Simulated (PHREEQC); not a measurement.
A solution holds 5.5 mol/kgw HCl, 0.88 mol/kgw FeCl2 and 4.2 mol/kgw NaCl, at 25 °C. Closed to the air; pH follows from the charge balance.

Equilibrium calculation in PHREEQC: Pitzer model, pitzer.dat.

**Question.** The ionic strength comes out as 12.3 mol/kgw. What activity coefficients do Na+, H+, Cl-, Fe+2 get?

**Answer.** Na+ 21, H+ 200, Cl- 0.80, Fe+2 470. Single-ion values are on the MacInnes scale.

This is a speciation only: nothing precipitates in the calculation. Saturation is exceeded, for instance for Halite; the values hold only as long as no solid forms. In brines, pH and single-ion activities rest on the MacInnes convention.
